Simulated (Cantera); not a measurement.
Cantera run, input and output.

```python
import numpy as np
import cantera as ct

gas = ct.Solution("gri30.yaml")


def delay(T, t_max=10):
    gas.TPX = T, 210000, {'CH4': 1, 'CO': 0.31, 'O2': 4.14, 'N2': 15.6, 'H2O': 0.11}
    reactor = ct.IdealGasReactor(gas, clone=False)
    net = ct.ReactorNet([reactor])
    net.rtol, net.atol = 1e-8, 1e-16
    while net.time < t_max:
        t_old, T_old = net.time, reactor.T
        net.step()
        if reactor.T > T + 400:  # ignition: a rise of 400 K
            return t_old + (T + 400 - T_old) / (reactor.T - T_old) * (net.time - t_old)
    return np.nan


taus = []
for T in [1100, 1200, 1300, 1400, 1500, 1600, 1700, 1800]:
    taus.append(delay(T))
    print(f"T0 = {T:6g} K   tau = {taus[-1]:.4e} s")
```

It prints:

```
T0 =   1100 K   tau = 8.1875e-02 s
T0 =   1200 K   tau = 1.7796e-02 s
T0 =   1300 K   tau = 4.6036e-03 s
T0 =   1400 K   tau = 1.3981e-03 s
T0 =   1500 K   tau = 4.9896e-04 s
T0 =   1600 K   tau = 2.0826e-04 s
T0 =   1700 K   tau = 9.9272e-05 s
T0 =   1800 K   tau = 5.2458e-05 s
```

Computed with Cantera and GRI-Mech 3.0 (53 species, 325 reactions).
